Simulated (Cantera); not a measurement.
A Cantera script and what it prints.

```python
import numpy as np
import cantera as ct

gas_names = [...]  # 110 gases of nasa_gas.yaml made of C, H, O
cond_names = """
    C(gr) C6H6(L) C7H8(L) C8H18(L),n-octa H2O(s) H2O(L)
""".split()


# ... load() reads the species with a 1 bar reference pressure and builds the phases ...
atoms = {
    'CH3OH': {'C': 1, 'H': 4, 'O': 1},
    'O2': {'O': 2},
    'H2': {'H': 2},
}
top_T = {'C(gr)': 4500}  # K; cautious upper limits of use, not melting points


# ... equilibrate(T, P, feed) seeds the gas with the atoms and calls Mixture.equilibrate('TP', solver="vcs", rtol=1e-11, max_steps=5000) ...
results = []
T = 998.15  # K
P = 13332.2  # Pa
for m in [0.34, 0.58, 1, 1.7, 3, 5.2, 8.9, 15]:
    feed = {'CH3OH': 1, 'O2': 0.013, 'H2': m}  # mol
    mix = equilibrate(T, P, feed)
    results.append((T, P, feed, dict(zip(mix.species_names, mix.species_moles))))

top = {s: max(r[3][s] / sum(r[3][g] for g in gas_names) for r in results) for s in gas_names}
cols = sorted((s for s in top if top[s] > 1e-05), key=lambda s: -top[s])[:9]
seen = [c for c in cond_names if any(r[3].get(c, 0) > 1e-12 for r in results)]
print("log10 of partial pressures in bar; condensed amounts in mol")
print(f"{'n(H2)':>10s}" + "".join(f"{s[:9]:>10s}" for s in cols + seen))
for T, P, feed, n in results:
    ng = sum(n[g] for g in gas_names)
    print(f"{feed['H2']:10.4g}" + "".join(f"{np.log10(max(n[s] / ng * P / 1e5, 1e-99)):10.3f}" for s in cols)
          + "".join(f"{n.get(c, 0):10.4g}" for c in seen))
```

Result:

```
log10 of partial pressures in bar; condensed amounts in mol
     n(H2)        H2        CO       H2O       CH4       CO2     C(gr)
      0.34    -1.037    -1.415    -2.843    -3.086    -3.061   0.01064
      0.58    -1.025    -1.445    -2.860    -3.061    -3.120  0.007625
         1    -1.007    -1.492    -2.890    -3.026    -3.214  0.002341
       1.7    -0.986    -1.563    -2.907    -3.015    -3.324         0
         3    -0.960    -1.672    -2.925    -3.029    -3.477         0
       5.2    -0.936    -1.813    -2.963    -3.060    -3.679         0
       8.9    -0.917    -1.981    -3.022    -3.112    -3.926         0
        15    -0.903    -2.170    -3.101    -3.180    -4.208         0
```

Method: chemical equilibrium by Gibbs-energy minimisation in Cantera with the NASA 1993 tables (ideal gas, pure condensed phases).
